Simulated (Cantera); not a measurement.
Feed: 1 mol PbO, 0.87 mol CO, 4.9 mol H2, held at 1375 K and 101000 Pa.

Method: chemical equilibrium by Gibbs-energy minimisation in Cantera with the NASA 1993 tables (ideal gas, pure condensed phases). Candidate condensed phases: C, C6H6, C7H8, C8H18, H2O, Pb, PbO, PbO2, Pb3O4; 113 gas species. Rates play no part.

Base state: H2 0.686, H2O 0.157, CO 0.135, CO2 0.0149, Pb 0.00648 (mole fractions); condensed: Pb(l).

Problem. What changes in the equilibrium state with this change: CO from 0.87 to 7.8 mol?

Solution. 
| species | before | after |
|---|---|---|
| CO | 0.135 | 0.575 |
| H2 | 0.686 | 0.340 |
| H2O | 0.157 | 0.0431 |
| CO2 | 0.0149 | 0.0352 |
| Pb | 0.00648 | 0.00648 |
| CH4 | 6.52e-6 | 1.24e-5 |
| Pb(l), mol | 0.962 | 0.917 |

Problem. What changes in the equilibrium state with this change: H2 from 4.9 to 2.9 mol?

Solution. 
```
species      before    after
----------  -------  -------
H2            0.686    0.539
H2O           0.157    0.225
CO            0.135    0.191
CO2          0.0149   0.0385
Pb          0.00648  0.00648
Pb(l), mol    0.962    0.975
```
